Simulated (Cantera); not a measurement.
Charge: 1 mol CH3Cl, 0.89 mol HCl, held at 2650 K and 9.50 mbar.

These are equilibrium values from Cantera (NASA tables, ideal gas, pure condensed phases), not measurements of a reactor. Candidate condensed phases: C, C6H6, C7H8, C8H18; 91 gas species. Kinetics and transport are ignored.

Base state: HCl 0.303, H2 0.247, H 0.239, Cl 0.205, C2H2 (acetylene) 0.00484, C3 0.000471, C2H 0.000454, C 0.000122 (mole fractions); condensed: C(graphite).

What changes in the equilibrium state with this change: CH3Cl replaced by CH3F?


| species | before | after |
|---|---|---|
| HF | 0 | 0.287 |
| H | 0.239 | 0.227 |
| H2 | 0.247 | 0.223 |
| HCl | 0.303 | 0.150 |
| Cl | 0.205 | 0.106 |
| F | 0 | 0.000882 |
| CF | 0 | 4.44e-5 |
| Cl2 | 1.69e-5 | 4.57e-6 |
| C2HCl | 8.58e-5 | 4.24e-5 |
| C2H2 (acetylene) | 0.00484 | 0.00438 |
| C(graphite), mol | 0.953 | 0.960 |

What changes in the equilibrium state with this change: pressure from 9.50 mbar to 1.50 Pa?


```csv
species,before,after
H,0.239,0.614
Cl,0.205,0.300
C,0.000122,0.0382
HCl,0.303,0.00180
H2,0.247,0.00258
C3,0.000471,0.0357
C4H2,3.94e-5,2.42e-8
C2HCl,8.58e-5,1.24e-7
C2H2 (acetylene),0.00484,1.23e-5
Cl2,1.69e-5,5.75e-8
C2,4.47e-5,0.00686
"C(graphite), mol",0.953,0
```
